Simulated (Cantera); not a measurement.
## Pb + H2 (iron carbonyl, mercury and lead vapours)

Charge: 1 mol Pb, 0.058 mol H2, at 752 °C and 0.0640 bar.

Equilibrium computed with Cantera from the NASA thermochemical tables; the gas is ideal and each condensed phase is pure. Candidate condensed phases: Pb; 4 gas species. Kinetics and transport are ignored.

```
Quantity          Value
----------  -----------
x(H2)             1.000
x(Pb)          0.000435
n(Pb(l))      1.000 mol
gas amount  0.05803 mol
```
